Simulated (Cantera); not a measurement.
Input: 1 mol HMDSO, 11 mol O₂, 8.8 mol N₂, at 648.15 K and 1330 Pa.

These are equilibrium values from Cantera (NASA tables, ideal gas, pure condensed phases), not measurements of a reactor. Candidate condensed phases: C, C₆H₆, C₇H₈, C₈H₁₈, H₂O, Si, SiC, SiO₂, Si₂N₂O, Si₃N₄; 151 gas species. The feed counts by its element totals alone. Kinetics and transport are ignored.

Base state: N₂ 0.370, H₂O 0.299, CO₂ 0.248, H₂ 0.0795, CO 0.00415, CH₄ 9.26e-5 (mole fractions); condensed: SiO₂(α-quartz).

Task: What changes in the equilibrium state with this change: O₂ from 11 to 8.2 mol?

Result: 
| species | before | after |
|---|---|---|
| N₂ | 0.370 | 0.389 |
| H₂ | 0.0795 | 0.215 |
| CO₂ | 0.248 | 0.212 |
| H₂O | 0.299 | 0.150 |
| CH₄ | 9.26e-5 | 0.0167 |
| CO | 0.00415 | 0.0191 |
| NH₃ | 3.50e-6 | 1.59e-5 |
| SiO₂(α-quartz), mol | 2.00 | 2.00 |
| C(graphite), mol | 0 | 0.399 |
